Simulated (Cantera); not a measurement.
Thermodynamics of roasting and sulfation, feed FeS2 + O2 + N2

Feed: 1 mol FeS2, 4.9 mol O2, 0.88 mol N2, held at 6.90 bar.

These are equilibrium values from Cantera (NASA tables, ideal gas, pure condensed phases), not measurements of a reactor. Candidate condensed phases: Fe, FeO, FeS, FeSO4, FeS2, Fe2O3, Fe2(SO4)3, Fe3O4, S; 19 gas species. Mutual solubility and eutectic melting of coexisting phases are not modelled. The numbers say what is thermodynamically allowed, not how fast it happens.

| T (K) | x O2 | x N2 | x SO2 | x SO3 | n Fe2(SO4)3(s) | n Fe2O3(s) |
|---|---|---|---|---|---|---|
| 950 | 0.462 | 0.343 | 0.0279 | 0.167 | 0.500 | 0 |
| 1000 | 0.467 | 0.340 | 0.0455 | 0.148 | 0.500 | 0 |
| 1050 | 0.462 | 0.325 | 0.0746 | 0.138 | 0.475 | 0.0246 |
| 1100 | 0.365 | 0.194 | 0.222 | 0.219 | 0 | 0.500 |
| 1150 | 0.379 | 0.190 | 0.264 | 0.167 | 0 | 0.500 |
| 1200 | 0.391 | 0.186 | 0.297 | 0.126 | 0 | 0.500 |
| 1250 | 0.401 | 0.183 | 0.323 | 0.0936 | 0 | 0.500 |
| 1300 | 0.407 | 0.181 | 0.342 | 0.0699 | 0 | 0.500 |
x: gas mole fraction; n: condensed amount in mol.

From 950 K to 1000 K the condensed part is Fe2(SO4)3(s). At 1050 K the condensed part is Fe2O3(s) + Fe2(SO4)3(s). From 1100 K to 1300 K the condensed part is Fe2O3(s).
